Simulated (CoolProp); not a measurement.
Vapour-liquid equilibrium of isohexane (1) + benzene (2) at 300.2 K; x and y are mole fractions of (1).

Computed with CoolProp (multi-fluid Helmholtz-energy mixture model, Lemmon 2006 and Thol 2012; pair parameters Bell 2016).

Question: Give the bubble pressure and the first vapour's composition at x = 0.05, 0.125, 0.275. Is there an azeotrope?

Answer: x = 0.05: 16.30 kPa, y = 0.184; x = 0.125: 18.98 kPa, y = 0.345; x = 0.275: 22.52 kPa, y = 0.517. No azeotrope shows between x = 0.05 and 0.95.

Pair parameters are fitted to limited data, so mixtures are less certain than the pure fluids.
